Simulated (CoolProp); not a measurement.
A single-stage vapour-compression cycle with R152A: evaporating at 208.15 K (dew point), condensing at 243.15 K (bubble point), superheat 10 K, subcooling 8 K, compressor efficiency 0.7, no pressure losses. Each further row changes one setting.

The numbers come from the reference Helmholtz-energy equation of state, Outcalt 1996 in CoolProp. It is a modified Benedict-Webb-Rubin equation, recast in Helmholtz form.

| case | cooling COP | pressure ratio | discharge temperature (K) | refrigerating effect (kJ/kg) | volumetric capacity (kJ/m³) |
|---|---|---|---|---|---|
| as stated | 3.75 | 7.14 | 312.4 | 330 | 131 |
| evaporating temperature 213.15 K | 4.57 | 5.14 | 302.1 | 334 | 180 |
| condensing temperature 238.15 K | 4.44 | 5.62 | 300.6 | 338 | 134 |
| subcooling 13 K | 3.84 | 7.14 | 312.4 | 338 | 134 |
| superheat 20 K | 3.69 | 7.14 | 323.8 | 338 | 128 |
| compressor efficiency 0.6 | 3.21 | 7.14 | 325.9 | 330 | 131 |
